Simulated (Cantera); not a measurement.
What does this Cantera script print?

```python
import numpy as np
import cantera as ct

gas_names = """
    AL ALCL ALCL2 ALCL3 ALN AL2 AL2CL6 CL CL2 N N2
""".split()
cond_names = """
    AL(cr) AL(L) ALCL3(s) ALCL3(L) ALN(s)
""".split()


# ... load() reads the species with a 1 bar reference pressure and builds the phases ...
atoms = {
    'AlN': {'AL': 1, 'N': 1},
    'Cl2': {'CL': 2},
    'N2': {'N': 2},
}
top_T = {'ALN(s)': 2750}  # K; cautious upper limits of use, not melting points


# ... equilibrate(T, P, feed) seeds the gas with the atoms and calls Mixture.equilibrate('TP', solver="vcs", rtol=1e-11, max_steps=5000) ...
results = []
feed = {'AlN': 1, 'Cl2': 26, 'N2': 12}  # mol
P = 11  # Pa
for T in [773, 973, 1173, 1373, 1573, 1773, 1973, 2173]:
    mix = equilibrate(T, P, feed)
    results.append((T, P, feed, dict(zip(mix.species_names, mix.species_moles))))
    x = sorted(zip(gas.X, gas.species_names), reverse=True)
    print(f"T = {T:g} K  P = {P:g} Pa  gas = {mix.phase_moles(0):.4g} mol")
    print("   x: " + "  ".join(f"{s} {v:.3e}" for v, s in x if v > 0.0001))
    print("   condensed (mol): " + ("  ".join(f"{mix.phase(i).name} {mix.phase_moles(i):.4g}"
          for i in range(1, mix.n_phases) if mix.phase_moles(i) > 1e-12) or "none"))
```

Result:

```
T = 773 K  P = 11 Pa  gas = 38.01 mol
   x: CL2 6.444e-01  N2 3.289e-01  ALCL3 2.631e-02  CL 3.742e-04
   condensed (mol): none
T = 973 K  P = 11 Pa  gas = 38.37 mol
   x: CL2 6.288e-01  N2 3.258e-01  ALCL3 2.606e-02  CL 1.940e-02
   condensed (mol): none
T = 1173 K  P = 11 Pa  gas = 42.9 mol
   x: CL2 4.570e-01  N2 2.914e-01  CL 2.283e-01  ALCL3 2.331e-02
   condensed (mol): none
T = 1373 K  P = 11 Pa  gas = 57.16 mol
   x: CL 6.703e-01  N2 2.187e-01  CL2 9.350e-02  ALCL3 1.750e-02
   condensed (mol): none
T = 1573 K  P = 11 Pa  gas = 62.03 mol
   x: CL 7.748e-01  N2 2.015e-01  ALCL3 1.609e-02  CL2 7.574e-03
   condensed (mol): none
T = 1773 K  P = 11 Pa  gas = 62.53 mol
   x: CL 7.832e-01  N2 1.999e-01  ALCL3 1.480e-02  ALCL2 9.780e-04  CL2 8.748e-04  ALCL 2.127e-04
   condensed (mol): none
T = 1973 K  P = 11 Pa  gas = 63.87 mol
   x: CL 7.885e-01  N2 1.957e-01  ALCL 8.981e-03  ALCL2 3.640e-03  ALCL3 3.034e-03  CL2 1.549e-04
   condensed (mol): none
T = 2173 K  P = 11 Pa  gas = 64.44 mol
   x: CL 7.905e-01  N2 1.940e-01  ALCL 1.457e-02  ALCL2 8.104e-04
   condensed (mol): none
```

These are equilibrium values from Cantera (NASA tables, ideal gas, pure condensed phases), not measurements of a reactor. The tables' values for AlCl2 are old estimates; treat these amounts as uncertain.
